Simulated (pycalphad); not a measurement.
Source of the numbers: pycalphad with the COST 507 light-alloy database (1999); pressure 1 atm. These are 1990s assessments: newer ones move some temperatures and phases.

Molar enthalpy of Al-1.572Mn-5.235Si (wt.%) in equilibrium (SER reference):

```json
[
 {"T (K)": "1850", "H (kJ/mol)": "58.53", "phases": "liquid"},
 {"T (K)": "1775", "H (kJ/mol)": "56.16", "phases": "liquid"},
 {"T (K)": "1700", "H (kJ/mol)": "53.79", "phases": "liquid"},
 {"T (K)": "1625", "H (kJ/mol)": "51.41", "phases": "liquid"},
 {"T (K)": "1550", "H (kJ/mol)": "49.04", "phases": "liquid"},
 {"T (K)": "1475", "H (kJ/mol)": "46.67", "phases": "liquid"},
 {"T (K)": "1400", "H (kJ/mol)": "44.29", "phases": "liquid"},
 {"T (K)": "1325", "H (kJ/mol)": "41.92", "phases": "liquid"},
 {"T (K)": "1250", "H (kJ/mol)": "39.55", "phases": "liquid"},
 {"T (K)": "1175", "H (kJ/mol)": "37.18", "phases": "liquid"},
 {"T (K)": "1100", "H (kJ/mol)": "34.82", "phases": "liquid"},
 {"T (K)": "1025", "H (kJ/mol)": "32.45", "phases": "liquid"},
 {"T (K)": "950", "H (kJ/mol)": "30.09", "phases": "liquid"},
 {"T (K)": "875", "H (kJ/mol)": "21.64", "phases": "fcc + liquid + ALMNSI_ALPHA"},
 {"T (K)": "800", "H (kJ/mol)": "13.15", "phases": "fcc + ALMNSI_ALPHA + diamond (Si)"},
 {"T (K)": "725", "H (kJ/mol)": "10.67", "phases": "fcc + ALMNSI_ALPHA + diamond (Si)"},
 {"T (K)": "650", "H (kJ/mol)": "8.37", "phases": "fcc + ALMNSI_ALPHA + diamond (Si)"},
 {"T (K)": "575", "H (kJ/mol)": "6.20", "phases": "fcc + ALMNSI_ALPHA + diamond (Si)"},
 {"T (K)": "500", "H (kJ/mol)": "4.14", "phases": "fcc + diamond (Si) + ALMNSI_ALPHA"}
]
```

Cooling from 950 K to 800 K, across the freezing range, releases 16.9 kJ/mol, or 621 J/g. The slope is 32 J/(mol K) in the liquid and 33 J/(mol K) just below the solidus, where it includes any heat of precipitation. Liquidus 940 K, solidus 850 K. Changes were sought between steps of 75 K, so a narrower field can be missed.

Database names, with the compositions (at.%) that they take in these runs: ALMNSI_ALPHA: Al 70 Mn 17 Si 12.
